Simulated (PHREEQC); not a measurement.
## Acid rinse or clean

Make-up at 20 °C: 8.6 mmol/kgw H2SO4 and 22.5 mmol/kgw ZnSO4. Closed to the air; pH follows from the charge balance.

Computed with PHREEQC (ion-association model, phreeqc.dat).

```json
{
 "pH": "2.04",
 "ionic_strength": "0.0670 mol/kgw",
 "density": "1.002 g/cm³",
 "total_alkalinity": "-17.2 meq/kg"
}
```

```
species     molality  activity   log γ
----------  --------  --------  ------
SO4-2         0.0147   0.00628  -0.370
Zn+2          0.0134   0.00576  -0.368
H+            0.0109   0.00921  -0.074
ZnSO4        0.00803   0.00816   0.007
HSO4-        0.00627   0.00505  -0.094
Zn(SO4)2-2   0.00103  0.000433  -0.375
```

No solid was allowed to form. Species that the database lacks are ignored.
